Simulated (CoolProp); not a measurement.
Oxygen at 180.23 K and 0.953 MPa flows at 0.19 m/s in a round tube of 25 mm bore and 1.5 µm roughness, fully developed (64/Re and Nu = 3.66 if laminar; Colebrook and Gnielinski if turbulent). Each further row changes one setting.

Values from CoolProp's reference Helmholtz-energy equation of state, Schmidt 1985.

```tsv
case	Reynolds number	Darcy friction factor	pressure drop (Pa/m)	heat-transfer coefficient (W/(m² K))	mass flow (kg/h)
as stated	7380	0.0336	0.514	16.3	7.12
velocity 0.38 m/s	14800	0.0280	1.72	29.0	14.2
diameter 50 mm	14800	0.0280	0.214	14.5	28.5
```

Viscosity comes from a separate model (Lemmon 2004). Thermal conductivity comes from a separate model (Lemmon 2004).
